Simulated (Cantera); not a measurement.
## Thermodynamics of titanium nitride, carbide and oxide coatings, feed Ti(OiPr)4 + H2

Feed: 1 mol Ti(OiPr)4, 87 mol H2, equilibrated at 0.113 Torr.

Method: chemical equilibrium by Gibbs-energy minimisation in Cantera with the NASA 1993 tables (ideal gas, pure condensed phases). Candidate condensed phases: C, C6H6, C7H8, C8H18, H2O, Ti, TiC, TiO, TiO2, Ti2O3, Ti3O5, Ti4O7; 113 gas species. The feed counts by its element totals alone. TiC: taken at fixed stoichiometry. Rates play no part.

| T (°C) | x H2 | x H | x CO | x C2H2 (acetylene) | x Ti | x C2H | n C(graphite) | n TiC(s) |
|---|---|---|---|---|---|---|---|---|
| 1002 | 0.962 | 5.90e-5 | 0.0381 | 3.69e-7 | <1e-12 | <1e-12 | 7.00 | 1.00 |
| 1077 | 0.962 | 0.000191 | 0.0381 | 1.19e-6 | <1e-12 | <1e-12 | 7.00 | 1.00 |
| 1152 | 0.961 | 0.000546 | 0.0381 | 3.39e-6 | <1e-12 | 2.22e-12 | 7.00 | 1.00 |
| 1227 | 0.961 | 0.00141 | 0.0381 | 8.67e-6 | 1.20e-11 | 2.39e-11 | 7.00 | 1.00 |
| 1302 | 0.959 | 0.00332 | 0.0380 | 2.02e-5 | 1.43e-10 | 2.05e-10 | 7.00 | 1.00 |
| 1377 | 0.955 | 0.00725 | 0.0380 | 4.36e-5 | 1.35e-9 | 1.44e-9 | 6.99 | 1.00 |
| 1452 | 0.947 | 0.0148 | 0.0378 | 8.73e-5 | 1.05e-8 | 8.55e-9 | 6.98 | 1.000 |
| 1527 | 0.934 | 0.0283 | 0.0376 | 0.000164 | 6.85e-8 | 4.34e-8 | 6.97 | 1.000 |
| 1602 | 0.911 | 0.0511 | 0.0371 | 0.000289 | 3.84e-7 | 1.92e-7 | 6.94 | 1.000 |
| 1677 | 0.876 | 0.0876 | 0.0364 | 0.000479 | 1.88e-6 | 7.53e-7 | 6.89 | 1.000 |
| 1752 | 0.821 | 0.142 | 0.0354 | 0.000743 | 8.20e-6 | 2.62e-6 | 6.83 | 0.999 |
| 1827 | 0.745 | 0.220 | 0.0339 | 0.00108 | 3.21e-5 | 8.21e-6 | 6.75 | 0.996 |
x: gas mole fraction; n: condensed amount in mol.

From 1002 °C to 1827 °C the condensed part is C(graphite) + TiC(s).
